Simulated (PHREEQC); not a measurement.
## Alkaline etch or developer: an equilibrium model

Consider water at 25 °C with 0.011 mol/kgw LiOH, 2.6e-06 mol/kgw H4SiO4 and 0.15 mol/kgw K2CO3. Closed to the air; pH follows from the charge balance.

Model: ion-association model, wateq4f.dat, run in PHREEQC.

The pH comes out as 11.90. The ionic strength is 0.460 mol/kgw and the activity of water is 0.992. The total alkalinity is 311 meq/kg.

| species | molality | activity | log γ |
|---|---|---|---|
| K+ | 0.300 | 0.195 | -0.187 |
| CO3-2 | 0.149 | 0.0350 | -0.628 |
| OH- | 0.0123 | 0.00789 | -0.194 |
| Li+ | 0.0110 | 0.00782 | -0.148 |
| HCO3- | 0.00135 | 0.000939 | -0.157 |
| H3SiO4- | 2.25e-6 | 1.48e-6 | -0.183 |
| H2SiO4-2 | 3.39e-7 | 7.98e-8 | -0.628 |
| H4SiO4 | 1.13e-8 | 1.26e-8 | 0.046 |
| CO2 | 2.41e-9 | 2.68e-9 | 0.046 |

No solid was allowed to form. Species that the database lacks are ignored.
